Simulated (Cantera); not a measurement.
**Calcination and drying: Ca(OH)2 + H2O + CO2**

Charge: 1 mol Ca(OH)2, 9.7 mol H2O, 0.41 mol CO2, held at 10.0 mbar.

Method: chemical equilibrium by Gibbs-energy minimisation in Cantera with the NASA 1993 tables (ideal gas, pure condensed phases). Candidate condensed phases: C, C6H6, C7H8, C8H18, Ca, CaCO3, CaO, Ca(OH)2, H2O; 115 gas species. The numbers say what is thermodynamically allowed, not how fast it happens.

```csv
T (°C),log p H2O,log p CO2,log p H2,log p O2,n CaCO3(calcite),n CaO(s)
350,-2.00,-6.74,-13.13,-13.43,0.410,0.590
450,-2.00,-4.71,-11.23,-11.53,0.389,0.611
550,-2.02,-3.43,-9.80,-10.10,0,1.00
650,-2.02,-3.43,-8.67,-8.97,0,1.00
750,-2.02,-3.43,-7.76,-8.05,0,1.00
850,-2.02,-3.43,-7.00,-7.30,0,1.00
950,-2.02,-3.43,-6.37,-6.67,0,1.00
1050,-2.02,-3.43,-5.84,-6.13,0,1.00
1150,-2.02,-3.43,-5.37,-5.67,0,1.000
1250,-2.02,-3.43,-4.97,-5.27,0,1.000
1350,-2.02,-3.44,-4.62,-4.92,0,1.000
1450,-2.02,-3.44,-4.31,-4.61,0,1.000
1550,-2.02,-3.45,-4.03,-4.34,0,1.000
```
log p: log10 of the partial pressure in bar; n: condensed amount in mol.

From 350 °C to 450 °C the condensed part is CaCO3(calcite) + CaO(s). From 550 °C to 1550 °C the condensed part is CaO(s).
